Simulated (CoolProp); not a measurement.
Properties of carbon monoxide along the isotherm 152.9 K.

Values from CoolProp's reference Helmholtz-energy equation of state, Lemmon 2006. It is a short technical equation, of lower accuracy than the large ones.

```tsv
p (bar)	phase	cp (kJ/(kg K))	cv (kJ/(kg K))	speed of sound (m/s)	Joule-Thomson coefficient (K/MPa)	isothermal compressibility (1/MPa)	fugacity coefficient
1.35	gas	1.052	0.7448	251.1	8.346	7.471	0.9916
2.69	gas	1.066	0.7473	250.1	8.350	3.782	0.9832
4.04	gas	1.080	0.7500	249.1	8.352	2.541	0.9748
5.38	gas	1.095	0.7526	248.1	8.353	1.926	[?]
6.73	gas	1.111	0.7554	247.1	8.353	1.554	[?]
8.07	gas	1.127	0.7581	246.1	8.351	1.309	0.9500
9.42	gas	1.144	0.7610	245.1	8.348	1.133	0.9418
10.8	gas	1.163	0.7640	244.1	8.343	0.9983	0.9334
12.1	gas	[?]	0.7668	243.2	8.336	0.9001	0.9256
13.5	gas	1.202	0.7700	242.2	8.326	0.8160	0.9171
14.8	gas	1.223	0.7730	241.3	8.315	0.7524	0.9094
16.1	gas	1.244	0.7760	240.3	8.302	0.6994	[?]
17.5	gas	1.269	0.7794	239.4	8.285	0.6514	0.8933
```

Question: Fill in the missing entries.

Answer: 
- 5.38, fugacity coefficient: 0.9666
- 6.73, fugacity coefficient: 0.9583
- 12.1, cp (kJ/(kg K)): 1.181
- 16.1, fugacity coefficient: 0.9016
